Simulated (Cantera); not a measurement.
Charge: 1 mol Si, a varied amount of HCl, 16 mol H₂, 0.95 mol Cl₂, at 1198.15 K and 51000 Pa.

Method: chemical equilibrium by Gibbs-energy minimisation in Cantera with the NASA 1993 tables (ideal gas, pure condensed phases). Candidate condensed phases: Si; 19 gas species. Kinetics and transport are ignored.

Task: What share of the Si ends up in condensed phases as a function of n(HCl) (mol), at 0.56, 0.65, 0.77, 0.9, 1.1, 1.2, 1.5, 1.7, 2, 2.4, 2.8?

Result: 
| n(HCl) (mol) | Si condensed (%) | as |
|---|---|---|
| 0.56 | 44.2 | Si(s) |
| 0.65 | 41.8 | Si(s) |
| 0.77 | 38.7 | Si(s) |
| 0.9 | 35.3 | Si(s) |
| 1.1 | 30.1 | Si(s) |
| 1.2 | 27.5 | Si(s) |
| 1.5 | 19.6 | Si(s) |
| 1.7 | 14.4 | Si(s) |
| 2 | 6.5 | Si(s) |
| 2.4 | 0.0 | - |
| 2.8 | 0.0 | - |
